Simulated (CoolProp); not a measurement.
Vapour-liquid equilibrium of sulfur hexafluoride (1) + R113 (2) at 267.5 K; x and y are mole fractions of (1).

The numbers come from the multi-fluid Helmholtz-energy mixture model, Guder 2009 and Marx 1992; pair parameters Bell 2016 in CoolProp.

```json
[
 {"x": "0.05", "bubble pressure, mixture model (MPa)": "?", "bubble pressure, Raoult's law (MPa)": "0.06416", "y, mixture model": "0.901", "y, Raoult's law": "0.832"},
 {"x": "0.15", "bubble pressure, mixture model (MPa)": "0.1920", "bubble pressure, Raoult's law (MPa)": "0.1698", "y, mixture model": "0.939", "y, Raoult's law": "0.943"},
 {"x": "0.25", "bubble pressure, mixture model (MPa)": "?", "bubble pressure, Raoult's law (MPa)": "0.2754", "y, mixture model": "0.948", "y, Raoult's law": "0.969"},
 {"x": "0.35", "bubble pressure, mixture model (MPa)": "0.2534", "bubble pressure, Raoult's law (MPa)": "0.3810", "y, mixture model": "?", "y, Raoult's law": "0.981"},
 {"x": "0.45", "bubble pressure, mixture model (MPa)": "?", "bubble pressure, Raoult's law (MPa)": "0.4866", "y, mixture model": "0.967", "y, Raoult's law": "0.987"},
 {"x": "0.55", "bubble pressure, mixture model (MPa)": "0.3822", "bubble pressure, Raoult's law (MPa)": "0.5922", "y, mixture model": "?", "y, Raoult's law": "0.991"},
 {"x": "0.65", "bubble pressure, mixture model (MPa)": "0.4945", "bubble pressure, Raoult's law (MPa)": "0.6978", "y, mixture model": "0.987", "y, Raoult's law": "0.994"},
 {"x": "0.75", "bubble pressure, mixture model (MPa)": "0.6437", "bubble pressure, Raoult's law (MPa)": "0.8034", "y, mixture model": "0.994", "y, Raoult's law": "0.996"},
 {"x": "0.85", "bubble pressure, mixture model (MPa)": "?", "bubble pressure, Raoult's law (MPa)": "0.9090", "y, mixture model": "0.998", "y, Raoult's law": "0.998"},
 {"x": "0.95", "bubble pressure, mixture model (MPa)": "?", "bubble pressure, Raoult's law (MPa)": "1.015", "y, mixture model": "0.999", "y, Raoult's law": "0.999"}
]
```

### Question
Complete the blanks.

### Answer

- 0.05, bubble pressure, mixture model (MPa): 0.1180
- 0.25, bubble pressure, mixture model (MPa): 0.2209
- 0.35, y, mixture model: 0.957
- 0.45, bubble pressure, mixture model (MPa): 0.3043
- 0.55, y, mixture model: 0.978
- 0.85, bubble pressure, mixture model (MPa): 0.8195
- 0.95, bubble pressure, mixture model (MPa): 0.9925

The largest gap from Raoult's law is +83.9 % in bubble pressure, at x = 0.05. No azeotrope shows between x = 0.05 and 0.95.

Pair parameters are fitted to limited data, so mixtures are less certain than the pure fluids. The gap from Raoult's law changes sign with composition, which may be real or a fault of the pair parameters; it wasn't checked against measurements. With so large a gap from Raoult's law the liquid may split in two, which this calculation doesn't test in full.
